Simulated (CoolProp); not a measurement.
R22 at 293.15 K and 1.52 MPa flows at 2.7 m/s in a round tube of 6 mm bore and 15 µm roughness, fully developed (64/Re and Nu = 3.66 if laminar; Colebrook and Gnielinski if turbulent). Each further row changes one setting.

The numbers come from the reference Helmholtz-energy equation of state, Kamei 1995 in CoolProp.

| case | Reynolds number | Darcy friction factor | pressure drop (Pa/m) | heat-transfer coefficient (W/(m² K)) | mass flow (kg/h) |
|---|---|---|---|---|---|
| as stated | 144000 | 0.0259 | 19100 | … | 333 |
| velocity 5.4 m/s | 288000 | … | 74900 | … | 667 |
| diameter 12 mm | 288000 | 0.0216 | 7960 | 7970 | 1330 |

What belongs in the gaps?


- as stated, heat-transfer coefficient (W/(m² K)): 9290
- velocity 5.4 m/s, Darcy friction factor: 0.0254
- velocity 5.4 m/s, heat-transfer coefficient (W/(m² K)): 18300

Viscosity comes from a separate model (Bell 2016), an estimate that may be off by 10 % or more. Thermal conductivity comes from a separate model (McLinden 2000), an estimate that may be off by 10 % or more.
